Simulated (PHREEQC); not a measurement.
Nickel, zinc or cadmium bath

Make-up at 20 °C: 0.0041 mol/kgw NiCl2 and 0.00062 mol/kgw HCl. Closed to the air; pH follows from the charge balance.

All values are PHREEQC results (ion-association model, wateq4f.dat), not measurements.

No solid was allowed to form.

Question: Predict the pH.

Answer: pH 3.25.

Question: In which forms is Ni present?

Answer: Ni+2 99 %, NiCl+ 1.4 % of the Ni.

Complexes and solids missing from the database can't appear.
